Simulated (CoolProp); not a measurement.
Saturation properties of oxygen.

Computed with CoolProp (reference Helmholtz-energy equation of state, Schmidt 1985).

```csv
T (K),p (MPa),liquid density (kg/m³),liquid viscosity (µPa s),liquid conductivity (mW/(m K))
104,0.3506,1069,139,131
106.8,0.4329,1054,131,127
109.6,0.5286,1038,123,123
112.4,0.6389,1021,115,118
115.2,0.7652,1004,108,114
118,0.9086,986.8,102,110
120.8,1.070,968.6,95.7,106
123.5,1.245,950.2,90.1,102
126.3,1.447,930.4,84.5,98.0
129.1,1.672,909.5,79.2,93.9
131.9,1.920,887.3,74.1,89.9
134.7,2.194,863.6,69.2,85.8
137.5,2.495,838.1,64.4,81.8
```

It boils at 90.2 K under 1 atm.

Viscosity comes from a separate model (Lemmon 2004). Thermal conductivity comes from a separate model (Lemmon 2004).
